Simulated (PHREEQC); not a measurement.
1 kg of water holding 0.011 mol/kgw MgSO4, 0.27 mol/kgw K2SO4, 0.01 mol/kgw Na2SO4 and 0.023 mol/kgw NaCl is evaporated at 30 °C; the solids stay in contact with the brine. The system is closed to CO2. Solids allowed: Arcanite, Bischofite, Bloedite, Brucite, Carnallite, Epsomite, Glaserite, Halite, Hexahydrite, Kainite, Kieserite, Leonite, Mirabilite, Misenite, Schoenite, Sylvite, Thenardite, MgCl2_4H2O. Others were left out.

The series has 28 steps of water left (kg), from 1 to 0.004521.

Model: Pitzer model, pitzer.dat, run in PHREEQC.

### Question
Which solids form, in which order, and at which step of the series does each first stand?

### Answer
Arcanite from water left = 0.375 kg; Glaserite from water left = 0.03564 kg; Schoenite from water left = 0.008963 kg.
